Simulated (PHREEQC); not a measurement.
Dissolve 0.3 mol H2SO4, 0.0094 mol LiCl, 0.00078 mol MnSO4 and 0.13 mol CdBr2 per kg of water at 25 °C. It is in equilibrium with CO2 at log p = -2 (atm). Otherwise closed; pH follows from the charge balance.

Equilibrium calculation in PHREEQC: ion-association model, phreeqc.dat.

```yaml
pH: 0.57
ionic_strength: 0.526 mol/kgw
activity_of_water: 0.984
total_alkalinity: -600 meq/kg
```

```json
[
 {"species": "H+", "molality": "0.349", "activity": "0.266", "log γ": "-0.118"},
 {"species": "HSO4-", "molality": "0.251", "activity": "0.185", "log γ": "-0.134"},
 {"species": "Br-", "molality": "0.137", "activity": "0.0833", "log γ": "-0.216"},
 {"species": "CdBr+", "molality": "0.0778", "activity": "0.0571", "log γ": "-0.134"},
 {"species": "SO4-2", "molality": "0.0355", "activity": "0.00714", "log γ": "-0.696"},
 {"species": "CdBr2", "molality": "0.0226", "activity": "0.0256", "log γ": "0.053"},
 {"species": "Cd+2", "molality": "0.0159", "activity": "0.00464", "log γ": "-0.536"},
 {"species": "Li+", "molality": "0.00911", "activity": "0.00641", "log γ": "-0.152"},
 {"species": "CdSO4", "molality": "0.00845", "activity": "0.00954", "log γ": "0.053"},
 {"species": "Cl-", "molality": "0.00672", "activity": "0.00434", "log γ": "-0.189"},
 {"species": "CdCl+", "molality": "0.00262", "activity": "0.00192", "log γ": "-0.134"},
 {"species": "Cd(SO4)2-2", "molality": "0.00256", "activity": "0.000747", "log γ": "-0.536"},
 {"species": "Mn+2", "molality": "0.000608", "activity": "0.000150", "log γ": "-0.609"},
 {"species": "CO2", "molality": "0.000302", "activity": "0.000340", "log γ": "0.053"},
 {"species": "LiSO4-", "molality": "0.000295", "activity": "0.000200", "log γ": "-0.169"},
 {"species": "MnSO4", "molality": "0.000168", "activity": "0.000190", "log γ": "0.053"}
]
```

Precipitation was switched off in this run.
